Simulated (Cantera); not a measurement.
A perfectly stirred reactor is fed with CH4 : O2 : N2 = 1 : 1.33 : 5.01 (molar parts), at 0.227 atm; it is adiabatic with a 675 K inlet, and is followed from long to short residence time, starting on the burning branch (τ in s: 0.025, 0.011, 0.0045, 0.0019, 0.00081, 0.00035, 0.00015, 6.2e-05, 2.6e-05).

Detailed kinetics in Cantera: GRI-Mech 3.0 (53 species, 325 reactions).

What does this change do: O2 1.33 to 0.84 parts?


| quantity | before | after |
|---|---|---|
| blow-out, bracketed by the residence times tried | burning at 0.810 ms, out at 0.350 ms | not reached |
| x(CH4) at τ = 25.0 ms | 8.30e-5 | 0.146 |
| x(O2) at τ = 25.0 ms | 0.000372 | 0.123 |
| x(CO2) at τ = 25.0 ms | 0.0370 | <1e-12 |
| x(NO) at τ = 25.0 ms | 0.000309 | <1e-12 |
| x(CH2) at τ = 25.0 ms | 4.57e-6 | <1e-12 |
| x(CH4) at τ = 0.810 ms | 0.00198 | 0.146 |
| x(O2) at τ = 0.810 ms | 0.00716 | 0.123 |
| x(CO2) at τ = 0.810 ms | 0.0311 | <1e-12 |
| x(NO) at τ = 0.810 ms | 0.000101 | <1e-12 |
| x(CH2) at τ = 0.810 ms | 7.02e-5 | <1e-12 |
| state | not reached | not burning at any residence time tried |

What does this change do: pressure from 0.227 atm to 9.87 atm?


| quantity | before | after |
|---|---|---|
| blow-out, bracketed by the residence times tried | burning at 0.810 ms, out at 0.350 ms | burning at 0.150 ms, out at 62.0 µs |
| x(CH4) at τ = 25.0 ms | 8.30e-5 | 0.000500 |
| x(O2) at τ = 25.0 ms | 0.000372 | 7.35e-5 |
| x(CO2) at τ = 25.0 ms | 0.0370 | 0.0369 |
| x(NO) at τ = 25.0 ms | 0.000309 | 7.20e-5 |
| x(CH2) at τ = 25.0 ms | 4.57e-6 | 4.57e-7 |
| x(CH4) at τ = 0.810 ms | 0.00198 | 0.00397 |
| x(O2) at τ = 0.810 ms | 0.00716 | 0.00175 |
| x(CO2) at τ = 0.810 ms | 0.0311 | 0.0384 |
| x(NO) at τ = 0.810 ms | 0.000101 | 5.29e-5 |
| x(CH2) at τ = 0.810 ms | 7.02e-5 | 7.22e-6 |
